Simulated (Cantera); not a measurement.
Charge: 1 mol FeS, 4.8 mol SO3, 8.2 mol O2, held at 625 K and 11300 Torr.

These are equilibrium values from Cantera (NASA tables, ideal gas, pure condensed phases), not measurements of a reactor. Candidate condensed phases: Fe, FeO, FeS, FeSO4, FeS2, Fe2O3, Fe2(SO4)3, Fe3O4, S; 12 gas species. The numbers say what is thermodynamically allowed, not how fast it happens.

Base state: O2 0.581, SO3 0.419, SO2 6.47e-5 (mole fractions); condensed: Fe2(SO4)3(s).

Task: What changes in the equilibrium state with this change: O2 from 8.2 to 0.5 mol?

Result: 
```csv
species,before,after
SO2,6.47e-5,0.814
SO3,0.419,0.186
O2,0.581,<1e-9
"Fe2(SO4)3(s), mol",0.500,0.500
```

Task: What changes in the equilibrium state with this change: temperature from 625 K to 1498 K?

Result: 
```
species             before   after
-----------------  -------  ------
O2                   0.581   0.596
SO2                6.47e-5   0.363
SO3                  0.419  0.0410
Fe2(SO4)3(s), mol    0.500       0
Fe2O3(s), mol            0   0.500
```
